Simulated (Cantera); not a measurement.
Thermodynamics of silicon nitride deposition, feed SiH₂Cl₂ + NH₃

Feed: 1 mol SiH₂Cl₂, 22 mol NH₃, at 750 Torr.

These are equilibrium values from Cantera (NASA tables, ideal gas, pure condensed phases), not measurements of a reactor. Candidate condensed phases: NH₄Cl, Si, Si₃N₄; 28 gas species. The tables' values for SiCl, SiCl₃ are old estimates; treat these amounts as uncertain. Gases not in the tables: Si₂H₆ and higher silanes. Equilibrium is a limit: real reactors are often held back by kinetics, nucleation or transport.

```
T (K)   x H₂   x N₂   x HCl   x SiCl₂       x H   x SiH₂  n Si₃N₄(s)
-----  -----  -----  ------  --------  --------  -------  ----------
1575   0.728  0.228  0.0439   8.04e-5   3.55e-5  2.45e-8       0.332
1650   0.728  0.228  0.0437  0.000195   7.75e-5  1.32e-7       0.330
1725   0.728  0.228  0.0432  0.000430  0.000158  6.11e-7       0.326
1800   0.728  0.228  0.0423  0.000865  0.000306  2.49e-6       0.320
1875   0.728  0.229  0.0407   0.00159  0.000559  9.02e-6       0.308
1950   0.728  0.229  0.0385   0.00265  0.000978  2.95e-5       0.291
2025   0.728  0.230  0.0356   0.00403   0.00164  8.83e-5       0.267
```
x: gas mole fraction; n: condensed amount in mol.

From 1575 K to 2025 K the condensed part is Si₃N₄(s). The main Si-bearing gas is SiCl₂ throughout. The share of Si in condensed phases is highest at 1575 K (99.6 %) and lowest at 2025 K (80.2 %).
